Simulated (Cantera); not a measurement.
Charge: 1 mol Si, 0.21 mol O2, 58 mol N2, equilibrated at 1400 K and 51.8 Torr.

Cantera equilibrium calculation (NASA polynomials, part measured and part estimated; ideal gas, pure solids and liquids). Candidate condensed phases: Si, SiO2, Si2N2O, Si3N4; 16 gas species. N2 is the only nitrogen source here; it is nearly inert below about 1500 K, so the nitride shown seldom forms there in practice. Mutual solubility and eutectic melting of coexisting phases are not modelled. Rates play no part.

Base state: N2 1.00 (mole fractions); condensed: Si2N2O(s) + Si3N4(s).

Problem. What changes in the equilibrium state with this change: temperature from 1400 K to 2123.15 K?

Solution. 
```
species          before     after
--------------  -------  --------
N2                 1.00     0.990
SiO             4.03e-8   0.00717
Si                <1e-9   0.00247
Si2N              <1e-9  0.000150
SiN               <1e-9  0.000127
Si2               <1e-9   3.38e-5
Si2N2O(s), mol    0.420         0
Si3N4(s), mol    0.0533         0
Si(l), mol            0     0.405
```
The tables' values for SiN are old estimates; treat these amounts as uncertain.
